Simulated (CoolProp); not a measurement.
Saturated liquid density (kg/m³) of isobutane: the reference equation beside estimates from Tc = 407.8 K, pc = 3629 kPa, ω = 0.184. Rackett uses Z = 0.29056 − 0.08775 ω.

The numbers come from the reference Helmholtz-energy equation of state, Bücker 2006 in CoolProp.

```
T (K)  reference  Rackett  van der Waals  Redlich-Kwong  Soave-Redlich-Kwong  Peng-Robinson
-----  ---------  -------  -------------  -------------  -------------------  -------------
290.4      560.2    560.8          351.3          508.0                522.2          591.5
299.3      549.2    549.6          344.2          495.4                510.0          578.1
308.2      537.8    538.0          336.8          482.2                497.2          563.8
317.2      525.7    525.7          329.0          468.1                483.3          548.3
326.1      513.1    513.0          320.7          453.3                468.7          531.9
335        499.9    499.6          312.0          437.6                453.0          514.1
344        485.6    485.2          302.7          420.7                435.9          494.6
352.9      470.4    469.9          292.7          402.7                417.6          473.5
361.8      453.7    453.3          281.8          383.2                397.5          450.3
370.8      435.0    434.8          269.7          361.6                374.9          424.0
379.7      413.6    413.9          256.1          337.5                349.5          394.3
388.6      387.9    389.0          240.2          309.7                319.8          359.4
```

Absolute difference from the reference over all 12 rows, mean and median: Rackett 0.1 and 0.1 %, van der Waals 37.7 and 37.6 %, Redlich-Kwong 13.6 and 12.9 %, Soave-Redlich-Kwong 10.7 and 9.8 %, Peng-Robinson 3.7 and 4.0 %.
